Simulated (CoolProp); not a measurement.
Vapour pressure (MPa) of n-decane: the reference equation beside estimates from Tc = 344.5 °C, pc = 2.101 MPa, ω = 0.488. Clausius-Clapeyron is anchored at 218.25 °C with a constant enthalpy of vaporisation of 34.89 kJ/mol.

Model: reference Helmholtz-energy equation of state, Lemmon 2006, in CoolProp. It is a short technical equation, of lower accuracy than the large ones.

```json
[
 {"T (°C)": "212.25", "reference": "0.2441", "Lee-Kesler": "0.2459", "Clausius-Clapeyron": "0.2486", "van der Waals": "0.7412", "Redlich-Kwong": "0.4544", "Soave-Redlich-Kwong": "0.2472", "Peng-Robinson": "0.2453"},
 {"T (°C)": "215.25", "reference": "0.2598", "Lee-Kesler": "0.2617", "Clausius-Clapeyron": "0.2621", "van der Waals": "0.7629", "Redlich-Kwong": "0.4752", "Soave-Redlich-Kwong": "0.2633", "Peng-Robinson": "0.2611"},
 {"T (°C)": "218.25", "reference": "0.2762", "Lee-Kesler": "0.2783", "Clausius-Clapeyron": "0.2762", "van der Waals": "0.7849", "Redlich-Kwong": "0.4966", "Soave-Redlich-Kwong": "0.2801", "Peng-Robinson": "0.2777"},
 {"T (°C)": "221.15", "reference": "0.2929", "Lee-Kesler": "0.2951", "Clausius-Clapeyron": "0.2904", "van der Waals": "0.8066", "Redlich-Kwong": "0.5178", "Soave-Redlich-Kwong": "0.2972", "Peng-Robinson": "0.2945"},
 {"T (°C)": "224.15", "reference": "0.3109", "Lee-Kesler": "0.3133", "Clausius-Clapeyron": "0.3057", "van der Waals": "0.8295", "Redlich-Kwong": "0.5405", "Soave-Redlich-Kwong": "0.3157", "Peng-Robinson": "0.3127"},
 {"T (°C)": "227.15", "reference": "0.3298", "Lee-Kesler": "0.3324", "Clausius-Clapeyron": "0.3216", "van der Waals": "0.8527", "Redlich-Kwong": "0.5639", "Soave-Redlich-Kwong": "0.3351", "Peng-Robinson": "0.3318"},
 {"T (°C)": "230.15", "reference": "0.3496", "Lee-Kesler": "0.3523", "Clausius-Clapeyron": "0.3380", "van der Waals": "0.8764", "Redlich-Kwong": "0.5879", "Soave-Redlich-Kwong": "0.3554", "Peng-Robinson": "0.3517"},
 {"T (°C)": "233.15", "reference": "0.3702", "Lee-Kesler": "0.3731", "Clausius-Clapeyron": "0.3552", "van der Waals": "0.9004", "Redlich-Kwong": "0.6126", "Soave-Redlich-Kwong": "0.3766", "Peng-Robinson": "0.3726"},
 {"T (°C)": "236.05", "reference": "0.3911", "Lee-Kesler": "0.3940", "Clausius-Clapeyron": "0.3723", "van der Waals": "0.9241", "Redlich-Kwong": "0.6372", "Soave-Redlich-Kwong": "0.3980", "Peng-Robinson": "0.3937"},
 {"T (°C)": "239.05", "reference": "0.4135", "Lee-Kesler": "0.4167", "Clausius-Clapeyron": "0.3908", "van der Waals": "0.9489", "Redlich-Kwong": "0.6633", "Soave-Redlich-Kwong": "0.4211", "Peng-Robinson": "0.4164"},
 {"T (°C)": "242.05", "reference": "0.4370", "Lee-Kesler": "0.4403", "Clausius-Clapeyron": "0.4099", "van der Waals": "0.9742", "Redlich-Kwong": "0.6901", "Soave-Redlich-Kwong": "0.4452", "Peng-Robinson": "0.4402"}
]
```

Absolute difference from the reference over all 11 rows, mean and median: Lee-Kesler 0.8 and 0.8 %, Clausius-Clapeyron 2.9 and 2.5 %, van der Waals 160.4 and 158.6 %, Redlich-Kwong 71.4 and 71.0 %, Soave-Redlich-Kwong 1.6 and 1.6 %, Peng-Robinson 0.6 and 0.6 %.
